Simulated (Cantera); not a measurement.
Input (Python, Cantera) and output of one run.

```python
import numpy as np
import cantera as ct

gas_names = """
    CL CL2 H HCL H2 Si SiCL SiCL2 SiCL3 SiCL4 SiH SiHCL3 SiH2 SiH2CL2 SiH3 SiH3CL SiH4 Si2 Si3
""".split()
cond_names = """
    Si(cr) Si(L)
""".split()


# ... load() reads the species with a 1 bar reference pressure and builds the phases ...
atoms = {
    'Si': {'Si': 1},
    'Cl2': {'CL': 2},
    'H2': {'H': 2},
}
top_T = {}  # K; cautious upper limits of use, not melting points


# ... equilibrate(T, P, feed) seeds the gas with the atoms and calls Mixture.equilibrate('TP', solver="vcs", rtol=1e-11, max_steps=5000) ...
results = []
feed = {'Si': 1, 'Cl2': 0.96, 'H2': 1.3}  # mol
T = 773  # K
P = 25000  # Pa
mix = equilibrate(T, P, feed)
results.append((T, P, feed, dict(zip(mix.species_names, mix.species_moles))))
x = sorted(zip(gas.X, gas.species_names), reverse=True)
print(f"T = {T:g} K  P = {P:g} Pa  gas = {mix.phase_moles(0):.4g} mol")
print("   x: " + "  ".join(f"{s} {v:.3e}" for v, s in x if v > 0.0001))
print("   condensed (mol): " + ("  ".join(f"{mix.phase(i).name} {mix.phase_moles(i):.4g}"
      for i in range(1, mix.n_phases) if mix.phase_moles(i) > 1e-12) or "none"))
```

It prints:

```
T = 773 K  P = 25000 Pa  gas = 1.749 mol
   x: H2 7.065e-01  SiCL4 2.216e-01  SiHCL3 6.882e-02  SiH2CL2 1.642e-03  HCL 1.432e-03
   condensed (mol): Si(cr) 0.4891
```

Method: chemical equilibrium by Gibbs-energy minimisation in Cantera with the NASA 1993 tables (ideal gas, pure condensed phases). The tables' values for SiCl3 are old estimates; treat these amounts as uncertain.
